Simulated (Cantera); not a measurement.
What does this Cantera script print?

```python
import numpy as np
import cantera as ct

gas_names = [...]  # 110 gases of nasa_gas.yaml made of C, H, O
cond_names = """
    C(gr) C6H6(L) C7H8(L) C8H18(L),n-octa H2O(s) H2O(L)
""".split()


# ... load() reads the species with a 1 bar reference pressure and builds the phases ...
atoms = {
    'C3H8': {'C': 3, 'H': 8},
    'O2': {'O': 2},
    'H2': {'H': 2},
}
top_T = {'C(gr)': 4500}  # K; cautious upper limits of use, not melting points


# ... equilibrate(T, P, feed) seeds the gas with the atoms and calls Mixture.equilibrate('TP', solver="gibbs", rtol=1e-10, max_steps=50000) ...
results = []
feed = {'C3H8': 1, 'O2': 0.026, 'H2': 2.3}  # mol
T = 1073  # K
for P in [10, 72, 520, 3700, 27000, 190000, 1400000, 10000000]:
    mix = equilibrate(T, P, feed)
    results.append((T, P, feed, dict(zip(mix.species_names, mix.species_moles))))
    x = sorted(zip(gas.X, gas.species_names), reverse=True)
    print(f"T = {T:g} K  P = {P:g} Pa  gas = {mix.phase_moles(0):.4g} mol")
    print("   x: " + "  ".join(f"{s} {v:.3e}" for v, s in x if v > 1e-05))
    print("   condensed (mol): " + ("  ".join(f"{mix.phase(i).name} {mix.phase_moles(i):.4g}"
          for i in range(1, mix.n_phases) if mix.phase_moles(i) > 1e-12) or "none"))
```

Output:

```
T = 1073 K  P = 10 Pa  gas = 6.352 mol
   x: H2 9.918e-01  CO 8.186e-03
   condensed (mol): C(gr) 2.948
T = 1073 K  P = 72 Pa  gas = 6.352 mol
   x: H2 9.918e-01  CO 8.186e-03  CH4 3.254e-05
   condensed (mol): C(gr) 2.948
T = 1073 K  P = 520 Pa  gas = 6.35 mol
   x: H2 9.916e-01  CO 8.183e-03  CH4 2.349e-04
   condensed (mol): C(gr) 2.947
T = 1073 K  P = 3700 Pa  gas = 6.341 mol
   x: H2 9.901e-01  CO 8.161e-03  CH4 1.667e-03  H2O 3.887e-05
   condensed (mol): C(gr) 2.938
T = 1073 K  P = 27000 Pa  gas = 6.276 mol
   x: H2 9.798e-01  CH4 1.191e-02  CO 8.006e-03  H2O 2.753e-04
   condensed (mol): C(gr) 2.875
T = 1073 K  P = 190000 Pa  gas = 5.908 mol
   x: H2 9.177e-01  CH4 7.352e-02  CO 7.153e-03  H2O 1.621e-03  CO2 1.369e-05
   condensed (mol): C(gr) 2.523
T = 1073 K  P = 1.4e+06 Pa  gas = 4.852 mol
   x: H2 6.863e-01  CH4 3.030e-01  H2O 5.903e-03  CO 4.725e-03  CO2 4.402e-05  C2H6 4.300e-05
   condensed (mol): C(gr) 1.506
T = 1073 K  P = 1e+07 Pa  gas = 3.895 mol
   x: CH4 6.193e-01  H2 3.671e-01  H2O 1.092e-02  CO 2.287e-03  C2H6 3.358e-04  CO2 7.367e-05  C2H4 1.086e-05
   condensed (mol): C(gr) 0.5763
```

Method: chemical equilibrium by Gibbs-energy minimisation in Cantera with the NASA 1993 tables (ideal gas, pure condensed phases). The ideal-gas law is rough above about 30 bar.
